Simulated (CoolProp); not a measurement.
Vapour-liquid equilibrium of benzene (1) + n-dodecane (2) at 340.9 K; x and y are mole fractions of (1).

Values from CoolProp's multi-fluid Helmholtz-energy mixture model, Thol 2012 and Lemmon 2004; pair parameters Bell 2016.

```
x     bubble pressure (MPa)  y at the bubble point  dew pressure at overall composition x (MPa)  liquid density (mol/L)
----  ---------------------  ---------------------  -------------------------------------------  ----------------------
0.05               0.003337                  0.896                                    0.0003842                       ?
0.2                 0.01421                  0.979                                    0.0004557                   4.817
0.35                0.02580                  0.991                                    0.0005599                   5.398
0.5                 0.03641                  0.995                                    0.0007258                   6.117
0.65                0.04589                  0.997                                     0.001032                   7.029
0.8                       ?                  0.998                                     0.001783                   8.231
0.95                0.06478                  1.000                                     0.006597                       ?
```

### Question
Some entries are withheld; supply them.

### Answer

- 0.05, liquid density (mol/L): 4.335
- 0.8, bubble pressure (MPa): 0.05504
- 0.95, liquid density (mol/L): 9.888

No azeotrope shows between x = 0.05 and 0.95.

The pair parameters rest on a limited set of measurements; away from them the model extrapolates. The gap from Raoult's law changes sign with composition, which may be real or a fault of the pair parameters; it wasn't checked against measurements.
